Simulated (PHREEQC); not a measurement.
Consider water at 20 °C with 0.12 mol/kgw KOH. It is in equilibrium with CO2 at log p = -1 (atm). Otherwise closed; pH follows from the charge balance.

All values are PHREEQC results (Pitzer model, pitzer.dat), not measurements.

```tsv
quantity	before	after
pH	7.73	7.46
CO3-2 (mol/kgw)	0.000626	0.000140
SI of Kalicinite (KHCO3)	-2.54	-3.08
```

Q: What was changed between the two runs?
A) diluted 2-fold with water
B) KOH from 0.12 to 0.132 mol/kgw
C) KOH from 0.12 to 0.024 mol/kgw

A: A, diluted 2-fold with water

This is a speciation only: nothing precipitates in the calculation.
